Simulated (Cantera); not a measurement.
Gas mixture: 100 % N2O, at 54.0 Torr, frozen composition.

Cantera's kinetic-theory transport with the Lennard-Jones parameters of GRI-Mech 3.0, ideal gas; thermal conductivity in the mixture-averaged form. The composition is frozen, though it would react at the higher temperatures.

D: mixture-averaged diffusion coefficient of that species in the mixture.

| T (K) | ρ (kg/m³) | cp (J/kg/K) | μ (µPa s) | λ (mW/m/K) | Pr | D (cm²/s) NO | D (cm²/s) C2H2 | D (cm²/s) OH |
|---|---|---|---|---|---|---|---|---|
| 400 | 0.0953 | 970.3 | 19.5 | 25.5 | 0.741 | 3.63 | 2.96 | 5.78 |
| 550 | 0.0693 | 1073 | 25.5 | 37.0 | 0.739 | 6.37 | 5.30 | 10.1 |
| 700 | 0.0544 | 1150 | (withheld) | (withheld) | 0.739 | (withheld) | (withheld) | (withheld) |
| 850 | 0.0448 | 1210 | 35.6 | 58.2 | 0.739 | 13.5 | 11.4 | 21.2 |
| 1000 | 0.0381 | 1255 | 40.0 | 68.0 | 0.739 | 17.7 | 15.1 | 27.9 |
| 1150 | 0.0331 | 1285 | (withheld) | (withheld) | 0.736 | (withheld) | (withheld) | (withheld) |
| 1300 | 0.0293 | 1311 | 48.0 | 85.8 | 0.734 | 27.5 | 23.7 | 43.3 |
| 1450 | 0.0263 | 1334 | 51.7 | 94.1 | 0.733 | 33.0 | 28.5 | 51.9 |

Problem. What belongs in the gaps?

Solution. 
- 700, μ (µPa s): 30.8
- 700, λ (mW/m/K): 47.9
- 700, D (cm²/s) NO: 9.66
- 700, D (cm²/s) C2H2: 8.14
- 700, D (cm²/s) OH: 15.3
- 1150, μ (µPa s): 44.1
- 1150, λ (mW/m/K): 77.1
- 1150, D (cm²/s) NO: 22.4
- 1150, D (cm²/s) C2H2: 19.2
- 1150, D (cm²/s) OH: 35.2
